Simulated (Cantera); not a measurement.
A closed system holds: 1 mol PbS, a varied amount of H₂, held at 1275 °C and 5.70 mbar.

Method: chemical equilibrium by Gibbs-energy minimisation in Cantera with the NASA 1993 tables (ideal gas, pure condensed phases). Candidate condensed phases: Pb, PbS, S; 10 gas species. Kinetics and transport are ignored.

x: gas mole fraction; nothing condenses.

```csv
n(H₂) (mol),x H₂,x PbS,x Pb,x H₂S,x S₂,x SH
9.3,0.872,0.0544,0.0415,0.0193,0.0102,…
15,0.914,0.0316,0.0304,0.0160,0.00641,…
23,0.940,0.0188,0.0226,0.0132,0.00410,…
36,0.959,0.0106,0.0164,0.0104,0.00247,…
57,0.972,0.00564,0.0116,0.00799,0.00141,…
90,0.981,0.00291,0.00807,0.00596,0.000771,…
140,0.987,0.00148,0.00561,0.00438,0.000411,…
220,0.991,0.000710,0.00381,0.00311,0.000205,…
350,0.994,0.000322,0.00253,0.00213,9.62e-5,…
550,0.996,0.000144,0.00167,0.00145,4.41e-5,…
```

Q: Some entries are withheld; supply them.

A: 
- 9.3, x SH: 0.00184
- 15, x SH: 0.00149
- 23, x SH: 0.00121
- 36, x SH: 0.000949
- 57, x SH: 0.000722
- 90, x SH: 0.000536
- 140, x SH: 0.000392
- 220, x SH: 0.000278
- 350, x SH: 0.000191
- 550, x SH: 0.000129
